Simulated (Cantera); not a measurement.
Input (Python, Cantera):

```python
import numpy as np
import cantera as ct

gas = ct.Solution("h2o2.yaml")
gas.TPX = 550, 1000000, {'H2': 1, 'O2': 0.278, 'N2': 1.04, 'H2O': 0.079}
flame = ct.FreeFlame(gas, width=0.008)
flame.set_refine_criteria(ratio=3, slope=0.08, curve=0.16)
flame.transport_model = "mixture-averaged"
flame.solve(loglevel=0, auto=True)
flame.transport_model = "multicomponent"
flame.soret_enabled = False
flame.solve(loglevel=0, refine_grid=True)
z, T = flame.grid, flame.T
thick = (T[-1] - T[0]) / np.gradient(T, z).max()
show = ['H2', 'O2', 'H2O', 'O', 'H', 'OH']
print(f"laminar burning velocity  {flame.velocity[0] * 100:.3f} cm/s")
print(f"burnt temperature         {T[-1]:.1f} K")
print(f"thermal thickness         {thick * 1e3:.4f} mm")
print(f"grid points               {len(z)}")
z0 = z[flame.heat_release_rate.argmax()]
print(f"{'z/mm':>9s}{'T/K':>9s}{'u/(m/s)':>9s}" + "".join(f"{s:>11s}" for s in show))
rows = []
for k in (-3, -2, -1.5, -1, -0.5, -0.25, 0, 0.25, 0.5, 1, 2, 4, 8):
    zz = z0 + k * thick
    rows.append([k * thick, np.interp(zz, z, T), np.interp(zz, z, flame.velocity),
                 *(np.interp(zz, z, flame.X[gas.species_index(s)]) for s in show)])
    print(f"{rows[-1][0] * 1e3:9.3f}{rows[-1][1]:9.1f}{rows[-1][2]:9.3f}" + "".join(f"{x:11.3e}" for x in rows[-1][3:]))
```

Output:

```
laminar burning velocity  628.979 cm/s
burnt temperature         2281.9 K
thermal thickness         0.0228 mm
grid points               114
     z/mm      T/K  u/(m/s)         H2         O2        H2O          O          H         OH
   -0.069    550.0    6.290  4.172e-01  1.160e-01  3.296e-02  2.353e-11  1.846e-13  5.916e-13
   -0.046    550.1    6.290  4.171e-01  1.160e-01  3.296e-02  4.146e-10  3.280e-12  1.044e-11
   -0.034    550.5    6.292  4.168e-01  1.160e-01  3.298e-02  6.671e-09  5.552e-11  1.737e-10
   -0.023    554.5    6.322  4.151e-01  1.164e-01  3.315e-02  1.143e-07  2.039e-09  5.046e-09
   -0.011    658.4    7.326  3.964e-01  1.168e-01  3.942e-02  1.363e-05  6.351e-05  5.953e-05
   -0.006    991.2   10.677  3.557e-01  1.052e-01  7.415e-02  2.357e-04  2.648e-03  8.906e-04
    0.000   1403.5   14.748  2.951e-01  7.535e-02  1.421e-01  1.145e-03  1.332e-02  1.903e-03
    0.006   1692.4   17.578  2.404e-01  4.038e-02  2.112e-01  1.727e-03  2.617e-02  3.410e-03
    0.011   1853.2   19.143  2.094e-01  1.820e-02  2.539e-01  1.435e-03  3.280e-02  4.464e-03
    0.023   1995.3   20.493  1.924e-01  3.637e-03  2.830e-01  7.803e-04  3.222e-02  4.967e-03
    0.046   2099.1   21.432  1.934e-01  4.648e-04  2.917e-01  3.827e-04  2.376e-02  4.253e-03
    0.091   2175.7   22.102  1.980e-01  1.220e-04  2.954e-01  1.596e-04  1.496e-02  2.992e-03
    0.183   2226.7   22.537  2.013e-01  4.165e-05  2.979e-01  5.519e-05  8.624e-03  1.848e-03
```

Cantera simulation using the H2/O2 subset of GRI-Mech 3.0, which has no nitrogen chemistry; the numbers are that mechanism's predictions, not measurements. The hydrogen kinetics of GRI-Mech 3.0 are dated; newer H2 mechanisms differ, most at raised pressure. Burning velocities carry a grid error of a few per cent, more on coarse grids.
